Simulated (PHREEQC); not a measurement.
Dissolve 0.037 mol/kgw Cu(NO3)2 at 10 °C. Closed to the air; pH follows from the charge balance.

Computed with PHREEQC (ion-association model with all activity coefficients set to 1, phreeqc.dat).

This is a speciation only: nothing precipitates in the calculation.

Question: What pH does the model give?

Answer: pH 4.47.

Constants without temperature data keep their 25 °C values here.
